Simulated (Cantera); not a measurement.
A freely propagating, adiabatic, planar premixed flame of H2 : O2 : N2 = 1 : 0.25 : 0.94 (molar parts), equivalence ratio 2.0, unburnt at 673 K and 300 Torr; mixture-averaged transport, grid criteria slope 0.08 and curve 0.16, no radiation.

Cantera simulation using the H2/O2 subset of GRI-Mech 3.0, which has no nitrogen chemistry; the numbers are that mechanism's predictions, not measurements. Burning velocities carry a grid error of a few per cent, more on coarse grids.

### Question
What does this change do: inlet temperature 673 to 400 K?

### Answer
```csv
quantity,before,after
laminar burning velocity,998 cm/s,427 cm/s
thermal thickness,1.56 mm,1.29 mm
peak x(HO2),8.90e-5,0.000219
peak x(H2O2),1.09e-6,3.13e-5
peak x(H),0.121,0.0959
peak x(O),0.00542,0.00385
```
